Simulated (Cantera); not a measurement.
Charge: 1 mol SiH4, 0.11 mol NH3, at 1700 K and 0.100 bar.

Cantera equilibrium calculation (NASA polynomials, part measured and part estimated; ideal gas, pure solids and liquids). Candidate condensed phases: Si, Si3N4; 18 gas species. Mutual solubility and eutectic melting of coexisting phases are not modelled. Gases not in the tables: Si2H6 and higher silanes. The numbers say what is thermodynamically allowed, not how fast it happens.

Base state: H2 0.984, N2 0.0156, H 0.000462, SiH2 1.40e-5 (mole fractions); condensed: Si(l) + Si3N4(s).

Question: What changes in the equilibrium state with this change: temperature from 1700 K to 1675 K?

Answer: 
| species | before | after |
|---|---|---|
| H2 | 0.984 | 0.989 |
| N2 | 0.0156 | 0.0103 |
| H | 0.000462 | 0.000365 |
| SiH2 | 1.40e-5 | 1.11e-5 |
| Si(l), mol | 0.969 | 0 |
| Si3N4(s), mol | 0.0103 | 0.0163 |
| Si(s), mol | 0 | 0.951 |
